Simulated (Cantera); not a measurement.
Input: 1 mol Fe3O4, 0.059 mol H2O, held at 1525 K and 0.100 bar.

Equilibrium computed with Cantera from the NASA thermochemical tables; the gas is ideal and each condensed phase is pure. Candidate condensed phases: Fe, FeO, Fe(OH)2, Fe(OH)3, Fe2O3, Fe3O4, H2O; 12 gas species. Kinetics and transport are ignored.

Base state: H2O 0.999, H2 0.000533, O2 0.000243, OH 0.000100 (mole fractions); condensed: Fe3O4(s).

Problem. What changes in the equilibrium state with this change: Fe3O4 replaced by AlN?

Solution. 
| species | before | after |
|---|---|---|
| H2 | 0.000533 | 0.750 |
| N2 | 0 | 0.250 |
| H | 1.73e-6 | 6.48e-5 |
| H2O | 0.999 | 6.09e-6 |
| O2 | 0.000243 | <1e-9 |
| OH | 0.000100 | <1e-9 |
| Fe3O4(s), mol | 1.00 | 0 |
| AlN(s), mol | 0 | 0.961 |
| Al2O3(s), mol | 0 | 0.0197 |
Mutual solubility and eutectic melting of coexisting phases are not modelled. Further candidate phases: Al, AlN, Al2O3.

Problem. What changes in the equilibrium state with this change: Fe3O4 replaced by MgO?

Solution. 
```tsv
species	before	after
H2O	0.999	0.999
H2	0.000533	0.000534
O2	0.000243	0.000242
OH	0.000100	0.000100
Fe3O4(s), mol	1.00	0
MgO(s), mol	0	1.00
```
Further candidate phases: Mg, MgO, Mg(OH)2.
